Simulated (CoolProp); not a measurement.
Values from CoolProp's reference Helmholtz-energy equation of state, Colonna 2008. It is a short technical equation, of lower accuracy than the large ones.

Question: Give the vapour pressure (kPa), vapour density (kg/m³), liquid cp (kJ/(kg K)), surface tension (mN/m) of saturated dodecamethylcyclohexasiloxane (D6) at 406, 439.3 K.

Answer: 
| T (K) | p (kPa) | vapour density (kg/m³) | liquid cp (kJ/(kg K)) | surface tension (mN/m) |
|---|---|---|---|---|
| 406 | 3.29 | 0.436 | 1.79 | 10.5 |
| 439.3 | 11.6 | 1.44 | 1.86 | 8.29 |

Surface tension comes from a separate correlation (Mulero 2014).
